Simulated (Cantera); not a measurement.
# Stirred combustor or abatement burner

A perfectly stirred reactor is fed with CH₃OH : O₂ : N₂ = 1 : 2.88 : 10.8 (molar parts), equivalence ratio 0.52, at 3.40 bar; it is adiabatic with a 798 K inlet, and is followed from long to short residence time, starting on the burning branch (τ in s: 0.079, 0.035, 0.015, 0.0066, 0.0029, 0.0013, 0.00055, 0.00024, 0.0001, 4.6e-05).

Cantera simulation using GRI-Mech 3.0 (53 species, 325 reactions); the numbers are that mechanism's predictions, not measurements. GRI-Mech 3.0 was tuned for natural gas; its chemistry of methanol as a main component is partial and can be far from experiment.

```json
[
 {"τ (s)": "0.079", "T (K)": "1974", "x CH₃OH": "1.06e-6", "x O₂": "0.0905", "x N₂O": "5.15e-7", "x CH₂": "1.01e-9", "x CH₂O": "9.01e-7"},
 {"τ (s)": "0.035", "T (K)": "1972", "x CH₃OH": "2.18e-6", "x O₂": "0.0906", "x N₂O": "6.03e-7", "x CH₂": "2.03e-9", "x CH₂O": "1.86e-6"},
 {"τ (s)": "0.015", "T (K)": "1969", "x CH₃OH": "4.33e-6", "x O₂": "0.0906", "x N₂O": "7.65e-7", "x CH₂": "3.89e-9", "x CH₂O": "3.73e-6"},
 {"τ (s)": "0.0066", "T (K)": "1964", "x CH₃OH": "8.01e-6", "x O₂": "0.0907", "x N₂O": "9.99e-7", "x CH₂": "6.85e-9", "x CH₂O": "7.01e-6"},
 {"τ (s)": "0.0029", "T (K)": "1956", "x CH₃OH": "1.43e-5", "x O₂": "0.0908", "x N₂O": "1.26e-6", "x CH₂": "1.18e-8", "x CH₂O": "1.28e-5"},
 {"τ (s)": "0.0013", "T (K)": "1944", "x CH₃OH": "2.49e-5", "x O₂": "0.0911", "x N₂O": "1.46e-6", "x CH₂": "2.05e-8", "x CH₂O": "2.26e-5"},
 {"τ (s)": "0.00055", "T (K)": "1922", "x CH₃OH": "4.51e-5", "x O₂": "0.0918", "x N₂O": "1.49e-6", "x CH₂": "4.13e-8", "x CH₂O": "4.18e-5"},
 {"τ (s)": "0.00024", "T (K)": "1890", "x CH₃OH": "8.35e-5", "x O₂": "0.0932", "x N₂O": "1.37e-6", "x CH₂": "9.27e-8", "x CH₂O": "7.79e-5"},
 {"τ (s)": "0.00010", "T (K)": "1833", "x CH₃OH": "0.000184", "x O₂": "0.0964", "x N₂O": "1.12e-6", "x CH₂": "2.32e-7", "x CH₂O": "0.000168"},
 {"τ (s)": "4.6e-5", "T (K)": "798", "x CH₃OH": "0.0681", "x O₂": "0.196", "x N₂O": "<1e-12", "x CH₂": "<1e-12", "x CH₂O": "<1e-12"}
]
```
x: mole fraction; the columns are a selection and need not sum to one.
